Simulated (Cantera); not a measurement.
A perfectly stirred reactor is fed with 6.15 % H₂, 16.2 % O₂, 77.7 % N₂, at 750 Torr; it is held at 1100 K, and followed from long to short residence time.

Detailed kinetics in Cantera: GRI-Mech 3.0 (53 species, 325 reactions). The temperature is held fixed by assumption; the heat of reaction is taken as removed at once.

Question: Predict: x(H₂) at τ = 2.50 s; x(O₂) at τ = 2.50 s; x(NO₂) at τ = 2.50 s; x(H) at τ = 2.50 s; x(O) at τ = 2.50 s; x(H₂) at τ = 47.0 ms; x(O₂) at τ = 47.0 ms; x(NO₂) at τ = 47.0 ms; x(H) at τ = 47.0 ms; x(O) at τ = 47.0 ms.

Answer: 
```json
{
 "x(H₂) at τ = 2.50 s": "0.000111",
 "x(O₂) at τ = 2.50 s": "0.135",
 "x(NO₂) at τ = 2.50 s": "2.00e-8",
 "x(H) at τ = 2.50 s": "1.07e-7",
 "x(O) at τ = 2.50 s": "2.31e-6",
 "x(H₂) at τ = 47.0 ms": "0.00125",
 "x(O₂) at τ = 47.0 ms": "0.136",
 "x(NO₂) at τ = 47.0 ms": "1.69e-9",
 "x(H) at τ = 47.0 ms": "5.50e-6",
 "x(O) at τ = 47.0 ms": "3.91e-5"
}
```
